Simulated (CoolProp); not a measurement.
Properties of nitrous oxide at several states (Tc = 36.4 °C, pc = 7.245 MPa, ω = 0.161).

Computed with CoolProp (reference Helmholtz-energy equation of state, Lemmon 2006). It is a short technical equation, of lower accuracy than the large ones.

| T (°C) | p (MPa) | phase | density (kg/m³) |
|---|---|---|---|
| 193.45 | 1.46 | gas | 16.84 |
| 93.05 | 0.0164 | gas | 0.2372 |
| 53.95 | 0.0191 | gas | 0.3093 |
| 24.45 | 15.4 | liquid | 874.0 |
| 115.25 | 22.9 | supercritical | 512.4 |
| -47.35 | 10.7 | liquid | 1124 |
